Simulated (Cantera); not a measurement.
A freely propagating, adiabatic, planar premixed flame of H2 : O2 : N2 = 1 : 0.556 : 1.56 (molar parts), unburnt at 675 K and 10.0 bar; mixture-averaged transport, grid criteria slope 0.08 and curve 0.16, no radiation.

Model: the H2/O2 subset of GRI-Mech 3.0, which has no nitrogen chemistry, integrated in Cantera. The hydrogen kinetics of GRI-Mech 3.0 are dated; newer H2 mechanisms differ, most at raised pressure. Burning velocities carry a grid error of a few per cent, more on coarse grids.

Task: How do the results move with these cheaper or finer settings: unity-Lewis-number transport; multicomponent transport; multicomponent+Soret transport; grid criteria slope 0.5, curve 1; grid criteria slope 0.25, curve 0.5; grid criteria slope 0.03, curve 0.06?

Result: 
| setting | laminar burning velocity | thermal thickness | peak x(O) | peak x(HO2) | grid points |
|---|---|---|---|---|---|
| as above | 972 cm/s | 0.0234 mm | 0.0116 | 0.00156 | 105 |
| unity-Lewis-number transport | 780 cm/s | 0.0196 mm | 0.0127 | 0.00120 | 103 |
| multicomponent transport | 960 cm/s | 0.0233 mm | 0.0115 | 0.00156 | 106 |
| multicomponent+Soret transport | 891 cm/s | 0.0230 mm | 0.0114 | 0.00156 | 106 |
| grid criteria slope 0.5, curve 1 | 1220 cm/s | 0.0314 mm | 0.0123 | 0.00143 | 37 |
| grid criteria slope 0.25, curve 0.5 | 1010 cm/s | 0.0249 mm | 0.0118 | 0.00151 | 53 |
| grid criteria slope 0.03, curve 0.06 | 959 cm/s | 0.0229 mm | 0.0115 | 0.00157 | 247 |
Unity Lewis numbers drop preferential diffusion, which matters most where H2 and H carry the flame; Soret adds thermal diffusion.
